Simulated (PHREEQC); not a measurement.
Dissolve 2.5 mol KCl, 0.026 mol K2SO4 and 0.11 mol NaCl per kg of water at 25 °C. It is in equilibrium with CO2 at log p = 0 (atm). Otherwise closed; pH follows from the charge balance.

The numbers come from PHREEQC with the Pitzer model, pitzer.dat.

| quantity | before | after |
|---|---|---|
| pH | 3.82 | 4.02 |
| HCO3- (mol/kgw) | 0.000160 | 0.000207 |
| CO3-2 (mol/kgw) | 3.65e-10 | 2.96e-10 |
| SI of Sylvite (KCl) | -0.57 | -3.43 |
| SI of Halite (NaCl) | -2.55 | -3.78 |

### Question
What was changed between the two runs?
A. KCl left out
B. diluted 5-fold with water
C. K2SO4 from 0.026 to 0.0026 mol/kgw
D. temperature from 25 to 55 °C
E. K2SO4 left out

### Answer
A, KCl left out

No solid was allowed to form. In brines, pH and single-ion activities rest on the MacInnes convention.
